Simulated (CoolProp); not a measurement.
Vapour-liquid equilibrium of dimethyl ether (1) + R227EA (2) at 1.07 MPa; x and y are mole fractions of (1).

The numbers come from the multi-fluid Helmholtz-energy mixture model, Wu 2011 and Lemmon 2016; pair parameters Bell 2016 in CoolProp.

```json
[
 {"x": "0.05", "bubble temperature, mixture model (K)": "330.8", "bubble temperature, Raoult's law (K)": "328.8", "y, mixture model": "(withheld)", "y, Raoult's law": "0.061"},
 {"x": "0.2", "bubble temperature, mixture model (K)": "(withheld)", "bubble temperature, Raoult's law (K)": "327.4", "y, mixture model": "0.163", "y, Raoult's law": "0.237"},
 {"x": "0.35", "bubble temperature, mixture model (K)": "(withheld)", "bubble temperature, Raoult's law (K)": "326.0", "y, mixture model": "0.354", "y, Raoult's law": "0.401"},
 {"x": "0.5", "bubble temperature, mixture model (K)": "(withheld)", "bubble temperature, Raoult's law (K)": "324.7", "y, mixture model": "(withheld)", "y, Raoult's law": "0.555"},
 {"x": "0.65", "bubble temperature, mixture model (K)": "330.6", "bubble temperature, Raoult's law (K)": "323.4", "y, mixture model": "0.744", "y, Raoult's law": "0.699"},
 {"x": "0.8", "bubble temperature, mixture model (K)": "(withheld)", "bubble temperature, Raoult's law (K)": "322.1", "y, mixture model": "0.880", "y, Raoult's law": "0.833"},
 {"x": "0.95", "bubble temperature, mixture model (K)": "321.8", "bubble temperature, Raoult's law (K)": "320.8", "y, mixture model": "0.975", "y, Raoult's law": "0.960"}
]
```

Question: Complete the blanks.

Answer: 
- 0.05, y, mixture model: 0.029
- 0.2, bubble temperature, mixture model (K): 334.5
- 0.35, bubble temperature, mixture model (K): 335.8
- 0.5, bubble temperature, mixture model (K): 334.2
- 0.5, y, mixture model: 0.562
- 0.8, bubble temperature, mixture model (K): 326.2

The largest gap from Raoult's law is +9.8 K in bubble temperature, at x = 0.35. y crosses x between x = 0.2 and 0.35: the model has an azeotrope there.

The pair parameters rest on a limited set of measurements; away from them the model extrapolates.
